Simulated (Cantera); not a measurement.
A closed system holds: 1 mol SiO2, 0.49 mol C, 5.4 mol H2, at 10.0 mbar.

Cantera equilibrium calculation (NASA polynomials, part measured and part estimated; ideal gas, pure solids and liquids). Candidate condensed phases: C, C6H6, C7H8, C8H18, H2O, Si, SiC, SiO2; 146 gas species. Ions and electrons are included (thermal ionisation). Equilibrium is a limit: real reactors are often held back by kinetics, nucleation or transport.

At 5000 K, list the 4 most abundant gas species with their mole fractions, and the condensed phases.

H 0.777, O 0.110, Si 0.0648, CO 0.0322. Condensed: gas only.
